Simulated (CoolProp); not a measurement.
Vapour-liquid equilibrium of acetone (1) + toluene (2) at 1.3 bar; x and y are mole fractions of (1).

Values from CoolProp's multi-fluid Helmholtz-energy mixture model, Lemmon 2006 and Lemmon 2006; pair parameters Bell 2016.

Question: Give the bubble temperature and the first vapour's composition at x = 0.5, 0.65, 0.875. Is there an azeotrope?

Answer: x = 0.5: 77.2 °C, y = 0.834; x = 0.65: 72.5 °C, y = 0.892; x = 0.875: 66.5 °C, y = 0.963. No azeotrope shows between x = 0.05 and 0.95.

The pair parameters rest on a limited set of measurements; away from them the model extrapolates.
